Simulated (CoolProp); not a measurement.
R152A along the isobar 0.594 MPa: Z from the reference equation and from simpler models built on Tc = 386.4 K, pc = 4.517 MPa, ω = 0.275; each cubic takes its own stable root.

The numbers come from the reference Helmholtz-energy equation of state, Outcalt 1996 in CoolProp. It is a modified Benedict-Webb-Rubin equation, recast in Helmholtz form.

```tsv
T (K)	phase	reference	Redlich-Kwong	Peng-Robinson
167.9	liquid	0.02404	0.02993	0.02622
187.2	liquid	0.02225	0.02760	0.02404
206.4	liquid	[?]	0.02583	0.02235
225.7	liquid	0.01973	0.02448	0.02104
244.9	liquid	0.01887	0.02349	0.02005
264.1	liquid	0.01823	0.02283	0.01935
283.4	liquid	[?]	[?]	[?]
302.6	gas	0.8696	0.9035	[?]
321.8	gas	0.8986	0.9200	0.9076
341.1	gas	0.9193	0.9328	0.9233
360.3	gas	0.9345	0.9430	0.9357
379.6	gas	0.9461	0.9513	0.9458
398.8	gas	0.9551	0.9580	0.9539
418	gas	0.9623	0.9636	[?]
```

What belongs in the gaps?


- 206.4, reference: 0.02084
- 283.4, reference: 0.01779
- 283.4, Redlich-Kwong: 0.02250
- 283.4, Peng-Robinson: 0.01893
- 302.6, Peng-Robinson: 0.8875
- 418, Peng-Robinson: 0.9607
